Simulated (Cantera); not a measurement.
Charge: 1 mol Si2Cl6, 0.0096 mol Cl2, 20 mol H2, held at 1698 K and 890 Pa.

Equilibrium computed with Cantera from the NASA thermochemical tables; the gas is ideal and each condensed phase is pure. Candidate condensed phases: Si; 19 gas species. The feed counts by its element totals alone. The tables' values for SiCl3, SiCl are old estimates; treat these amounts as uncertain. Gases not in the tables: Si2H6 and higher silanes. Rates play no part.

Question: What is the equilibrium state?

Answer: 
```json
{
  "x(H2)": "0.806",
  "x(HCl)": "0.123",
  "x(SiCl2)": "0.0678",
  "x(H)": "0.00138",
  "x(SiCl3)": "0.000714",
  "x(Cl)": "0.000164",
  "x(SiCl)": "0.000157",
  "x(Si)": "7.38e-5",
  "x(SiHCl3)": "1.87e-5",
  "n(Si(l))": "0.417 mol",
  "gas_amount": "23.02 mol"
}
```
